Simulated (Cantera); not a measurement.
Feed: 1 mol PbO, 7.3 mol CO, a varied amount of N2, at 6200 Pa.

These are equilibrium values from Cantera (NASA tables, ideal gas, pure condensed phases), not measurements of a reactor. Candidate condensed phases: C, Pb, PbO, PbO2, Pb3O4; 27 gas species. The numbers say what is thermodynamically allowed, not how fast it happens.

Q: What condenses at these points (T in °C, n(N2) in mol): (1150, 0.9); (800, 14); (600, 0.46); (750, 0.9); (1200, 0.23); (800, 14)?

A: 
```json
[
 {"T (°C)": "1150", "n(N2) in mol": "0.9", "condensed phases": "gas only", "Pb condensed (%)": "0.0"},
 {"T (°C)": "800", "n(N2) in mol": "14", "condensed phases": "Pb", "Pb condensed (%)": "97.5"},
 {"T (°C)": "600", "n(N2) in mol": "0.46", "condensed phases": "C + Pb", "Pb condensed (%)": "100.0"},
 {"T (°C)": "750", "n(N2) in mol": "0.9", "condensed phases": "Pb", "Pb condensed (%)": "99.6"},
 {"T (°C)": "1200", "n(N2) in mol": "0.23", "condensed phases": "gas only", "Pb condensed (%)": "0.0"},
 {"T (°C)": "800", "n(N2) in mol": "14", "condensed phases": "Pb", "Pb condensed (%)": "97.5"}
]
```
